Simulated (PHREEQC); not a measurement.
A PHREEQC input (ion-association model, phreeqc.dat):

```
SOLUTION 1
  temp 20
  units mg/L
  pH 5.64
  pe 11.7
  Na 2.83
  K 6.84
  Ca 12.4
  Mg 0.525
  Cl 19.6
  SO4 9.47 as SO4
  Alkalinity 15.4 as HCO3
  Li 0.0152
  Cd 0.0468
  Pb 2.89
  B 0.0113
END
USE solution 1
EQUILIBRIUM_PHASES 1
  Quartz 0 0.5
  CO2(g) -2 10
END
```

The run finishes with these warnings:
```
WARNING: Could not find element in database, SO4.
	Concentration is set to zero.
```

Its last state differs from that of the intended input:

```tsv
quantity	as run	intended
ionic strength (mol/kgw)	0.00123	0.00141
SI of Cerussite (PbCO3)	+0.28	+0.26
```

The fault: SO4 typed in place of S(6). The line should read `S(6) 9.47` where the input has `SO4 9.47`.
